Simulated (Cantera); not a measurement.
Thermodynamics of fluorocarbon and chlorocarbon gases, feed c-C₄F₈ + F₂

Charge: 1 mol c-C₄F₈, 0.022 mol F₂.

These are equilibrium values from Cantera (NASA tables, ideal gas, pure condensed phases), not measurements of a reactor. Candidate condensed phases: C; 13 gas species. The feed counts by its element totals alone. Rates play no part.

Stable condensed phases:

```
T in K \ P in Pa
              1    3.2     10     32    100    320   1000   3200  10000  32000 100000
   3348       A      A      A      A      A      A      A      A      A      B      B
   3148       A      A      A      A      A      A      A      B      B      B      B
   2948       A      A      A      A      A      B      B      B      B      B      B
   2748       A      A      A      B      B      B      B      B      B      B      B
   2548       B      B      B      B      B      B      B      B      B      B      B
   2348       B      B      B      B      B      B      B      B      B      B      B
   2148       B      B      B      B      B      B      B      B      B      B      B
   1948       B      B      B      B      B      B      B      B      B      B      B
   1748       B      B      B      B      B      B      B      B      B      B      B
   1548       B      B      B      B      B      B      B      B      B      B      B
   1348       B      B      B      B      B      B      B      B      B      B      B
   1148       B      B      B      B      B      B      B      B      B      B      B
    948       B      B      B      B      B      B      B      B      B      B      B
```

A: gas only; B: C.
